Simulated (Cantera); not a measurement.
Cantera run:

```python
import numpy as np
import cantera as ct

gas_names = """
    F F2 H HF H2 H2F2 H3F3 H4F4 H5F5 H6F6 H7F7 N NF NF2 NF3 NH NH2 NH3 N2 N2H2 N2H4
""".split()
cond_names = """

""".split()


# ... load() reads the species with a 1 bar reference pressure and builds the phases ...
atoms = {
    'NF3': {'N': 1, 'F': 3},
    'H2': {'H': 2},
}
top_T = {}  # K; cautious upper limits of use, not melting points


# ... equilibrate(T, P, feed) seeds the gas with the atoms and calls Mixture.equilibrate('TP', solver="vcs", rtol=1e-11, max_steps=5000) ...
results = []
feed = {'NF3': 1, 'H2': 0.079}  # mol
P = 1400000  # Pa
for T in [1348, 1448, 1548, 1648, 1748, 1848, 1948, 2048, 2148, 2248]:
    mix = equilibrate(T, P, feed)
    results.append((T, P, feed, dict(zip(mix.species_names, mix.species_moles))))
    x = sorted(zip(gas.X, gas.species_names), reverse=True)
    print(f"T = {T:g} K  P = {P:g} Pa  gas = {mix.phase_moles(0):.4g} mol")
    print("   x: " + "  ".join(f"{s} {v:.3e}" for v, s in x if v > 1e-06))
    print("   condensed (mol): " + ("  ".join(f"{mix.phase(i).name} {mix.phase_moles(i):.4g}"
          for i in range(1, mix.n_phases) if mix.phase_moles(i) > 1e-12) or "none"))
```

It prints:

```
T = 1348 K  P = 1.4e+06 Pa  gas = 2.315 mol
   x: F2 4.721e-01  F 2.356e-01  N2 2.080e-01  HF 6.826e-02  NF3 1.599e-02  NF2 9.717e-05  H2F2 1.067e-06
   condensed (mol): none
T = 1448 K  P = 1.4e+06 Pa  gas = 2.51 mol
   x: F2 3.814e-01  F 3.538e-01  N2 1.966e-01  HF 6.295e-02  NF3 5.204e-03  NF2 9.483e-05
   condensed (mol): none
T = 1548 K  P = 1.4e+06 Pa  gas = 2.722 mol
   x: F 4.759e-01  F2 2.815e-01  N2 1.828e-01  HF 5.804e-02  NF3 1.630e-03  NF2 8.163e-05
   condensed (mol): none
T = 1648 K  P = 1.4e+06 Pa  gas = 2.933 mol
   x: F 5.833e-01  F2 1.921e-01  N2 1.702e-01  HF 5.387e-02  NF3 4.943e-04  NF2 6.354e-05
   condensed (mol): none
T = 1748 K  P = 1.4e+06 Pa  gas = 3.113 mol
   x: F 6.647e-01  N2 1.605e-01  F2 1.239e-01  HF 5.075e-02  NF3 1.487e-04  NF2 4.616e-05
   condensed (mol): none
T = 1848 K  P = 1.4e+06 Pa  gas = 3.247 mol
   x: F 7.197e-01  N2 1.539e-01  F2 7.767e-02  HF 4.866e-02  NF3 4.591e-05  NF2 3.238e-05
   condensed (mol): none
T = 1948 K  P = 1.4e+06 Pa  gas = 3.338 mol
   x: F 7.542e-01  N2 1.498e-01  F2 4.861e-02  HF 4.734e-02  NF2 2.253e-05  NF3 1.496e-05
   condensed (mol): none
T = 2048 K  P = 1.4e+06 Pa  gas = 3.395 mol
   x: F 7.753e-01  N2 1.473e-01  HF 4.654e-02  F2 3.090e-02  NF2 1.582e-05  NF3 5.233e-06
   condensed (mol): none
T = 2148 K  P = 1.4e+06 Pa  gas = 3.431 mol
   x: F 7.881e-01  N2 1.457e-01  HF 4.605e-02  F2 2.012e-02  NF2 1.131e-05  NF3 1.975e-06
   condensed (mol): none
T = 2248 K  P = 1.4e+06 Pa  gas = 3.453 mol
   x: F 7.960e-01  N2 1.448e-01  HF 4.575e-02  F2 1.346e-02  NF2 8.251e-06  NF 1.275e-06
   condensed (mol): none
```

Equilibrium computed with Cantera from the NASA thermochemical tables; the gas is ideal and each condensed phase is pure.
